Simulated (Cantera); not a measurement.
A perfectly stirred reactor is fed with 100 % N2O, at 1.20 bar; it is held at 1400 K, and followed from long to short residence time.

Cantera simulation using GRI-Mech 3.0 (53 species, 325 reactions); the numbers are that mechanism's predictions, not measurements. GRI-Mech 3.0 was tuned for natural gas; its chemistry of N2O as a main component is partial and can be far from experiment. The temperature is held fixed by assumption; the heat of reaction is taken as removed at once.

Predict: x(N2O) at τ = 0.880 s; x(O2) at τ = 0.880 s; x(NO) at τ = 0.880 s; x(O) at τ = 0.880 s; x(N2) at τ = 0.880 s; x(N2O) at τ = 53.0 ms; x(O2) at τ = 53.0 ms; x(NO) at τ = 53.0 ms; x(O) at τ = 53.0 ms; x(N2) at τ = 53.0 ms.

x(N2O) at τ = 0.880 s: 0.0606
x(O2) at τ = 0.880 s: 0.283
x(NO) at τ = 0.880 s: 0.0600
x(O) at τ = 0.880 s: 7.80e-6
x(N2) at τ = 0.880 s: 0.596
x(N2O) at τ = 53.0 ms: 0.445
x(O2) at τ = 53.0 ms: 0.153
x(NO) at τ = 53.0 ms: 0.0627
x(O) at τ = 53.0 ms: 1.84e-5
x(N2) at τ = 53.0 ms: 0.338
